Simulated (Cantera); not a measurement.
A diamond (100) surface in a fixed gas of H2 with x(CH4) = 0.0035, x(CH3) = 2.5e-05, at 1100 K, 0.0170 bar; coverages are run to steady state.

Model: the Harris–Goodwin 1993 mechanism for the reconstructed diamond (100) surface, integrated in Cantera.

θ: site fractions in the mechanism's names (c6HH fully hydrogenated, c6H* and c6*H radical sites, c6** diradical, c6HM methylated).

| x(H) | growth (µm/h) | θ c6HH | θ c6H* | θ c6*H | θ c6** | θ c6HM |
|---|---|---|---|---|---|---|
| 0.0001 | 0.00788 | 0.603 | 0.0231 | 0.366 | 0.00559 | 0.00105 |
| 0.00022 | 0.0168 | 0.558 | 0.0256 | 0.405 | 0.00947 | 0.00124 |
| 0.00048 | 0.0327 | 0.533 | 0.0268 | 0.425 | 0.0131 | 0.00135 |
| 0.001 | (withheld) | 0.521 | 0.0274 | 0.434 | (withheld) | 0.00133 |
| 0.0023 | 0.106 | 0.515 | 0.0277 | 0.438 | 0.0172 | 0.00115 |
| 0.005 | (withheld) | 0.512 | 0.0278 | 0.440 | 0.0180 | (withheld) |
| 0.011 | 0.230 | 0.511 | 0.0279 | 0.442 | 0.0183 | 0.000559 |
| 0.024 | 0.278 | 0.511 | 0.0280 | 0.442 | 0.0185 | 0.000314 |
| 0.052 | 0.309 | 0.511 | 0.0281 | 0.442 | 0.0186 | 0.000161 |

Q: Some entries are withheld; supply them.

A: 
- 0.001, growth (µm/h): 0.0585
- 0.001, θ c6**: 0.0155
- 0.005, growth (µm/h): 0.167
- 0.005, θ c6HM: 0.000871
